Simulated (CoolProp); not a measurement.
Saturated liquid density (kg/m³) of toluene: the reference equation beside estimates from Tc = 591.7 K, pc = 41.26 bar, ω = 0.266.

The numbers come from the reference Helmholtz-energy equation of state, Lemmon 2006 in CoolProp. It is a short technical equation, of lower accuracy than the large ones.

```csv
T (K),reference,van der Waals,Redlich-Kwong,Peng-Robinson
450.5,705.1,416.0,594.6,707.0
458,695.8,410.4,584.5,696.0
465.6,686.2,404.5,574.0,684.2
473.2,676.2,398.4,563.1,671.9
480.7,666.1,392.2,551.9,659.3
488.3,655.4,385.7,540.2,645.8
495.8,644.5,379.0,528.1,631.8
503.4,632.9,372.0,515.4,616.8
```

Absolute difference from the reference over all 8 rows, mean and median: van der Waals 41.1 and 41.1 %, Redlich-Kwong 17.0 and 16.9 %, Peng-Robinson 1.0 and 0.8 %.
